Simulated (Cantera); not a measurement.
Feed: 1 mol SiO2, 0.52 mol CH4, 1.3 mol CO, 5 mol C, at 1600 K and 0.540 bar.

Cantera equilibrium calculation (NASA polynomials, part measured and part estimated; ideal gas, pure solids and liquids). Candidate condensed phases: C, C6H6, C7H8, C8H18, H2O, Si, SiC, SiO2; 123 gas species. The tables hold silica as quartz up to 1696 K and as liquid above; real silica turns to tridymite and cristobalite and melts near 1996 K. Rates play no part.

Base state: CO 0.555, H2 0.444, SiO 0.000181, CH4 0.000174, H2O 0.000116, H 4.93e-5, CO2 4.85e-5, C2H2 (acetylene) 1.22e-5 (mole fractions); condensed: C(graphite) + SiO2(β-quartz).

Q: What changes in the equilibrium state with this change: pressure from 0.540 bar to 0.133 bar?

A: 
```json
[
 {"species": "CO", "before": "0.555", "after": "0.755"},
 {"species": "H2", "before": "0.444", "after": "0.243"},
 {"species": "SiO", "before": "0.000181", "after": "0.00219"},
 {"species": "CH4", "before": "0.000174", "after": "1.29e-5"},
 {"species": "H2O", "before": "0.000116", "after": "2.14e-5"},
 {"species": "CO2", "before": "4.85e-5", "after": "2.21e-5"},
 {"species": "C(graphite), mol", "before": "5.52", "after": "2.63"},
 {"species": "SiO2(β-quartz), mol", "before": "1.000", "after": "0.0316"},
 {"species": "SiC(s), mol", "before": "0", "after": "0.959"}
]
```
Mutual solubility and eutectic melting of coexisting phases are not modelled.
